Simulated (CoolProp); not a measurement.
Dimethyl ether at several states: fugacity coefficient from the reference equation and from simpler models built on Tc = 400.4 K, pc = 5.337 MPa, ω = 0.196; each cubic takes its own stable root.

Computed with CoolProp (reference Helmholtz-energy equation of state, Wu 2011).

```tsv
T (K)	p (MPa)	phase	reference
519.3	0.0571	gas	0.9983
470.1	0.713	gas	0.9715
237.7	1.11	liquid	0.05636
497.6	0.0801	gas	0.9973
387.1	0.0211	gas	0.9984
```

Problem. How far does each simpler model (Redlich-Kwong, Peng-Robinson) lie from the reference over these 5 states: mean and median of the absolute difference, and the worst?

Solution. 
- Redlich-Kwong: mean 11.5 %, median 0.0 %, worst +57.5 % at 237.7 K and 1.11 MPa
- Peng-Robinson: mean 0.4 %, median 0.0 %, worst +1.8 % at 237.7 K and 1.11 MPa
